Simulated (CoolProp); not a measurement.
1,2-dichloroethane along the isobar 2.03 MPa: fugacity coefficient from the reference equation and from simpler models built on Tc = 561.6 K, pc = 5.226 MPa, ω = 0.269; each cubic takes its own stable root.

Computed with CoolProp (reference Helmholtz-energy equation of state, Thol 2015).

```
T (K)   phase  reference
-----  ------  ---------
245.1  liquid  0.0002301
273.4  liquid   0.001497
301.8  liquid   0.006518
330.1  liquid    0.02098
358.4  liquid    0.05404
386.7  liquid     0.1173
415    liquid     0.2223
443.4  liquid     0.3790
471.7  liquid     0.5904
500       gas     0.8047
```

Q: How far does each simpler model (van der Waals, Soave-Redlich-Kwong) lie from the reference over these 10 states: mean and median of the absolute difference, and the worst?

A: 
- van der Waals: mean 2070.4 %, median 366.3 %, worst +12872.6 % at 245.1 K and 2.03 MPa
- Soave-Redlich-Kwong: mean 2.9 %, median 2.3 %, worst -8.0 % at 245.1 K and 2.03 MPa

At some of these states van der Waals gives the other phase, because its saturation line lies elsewhere.
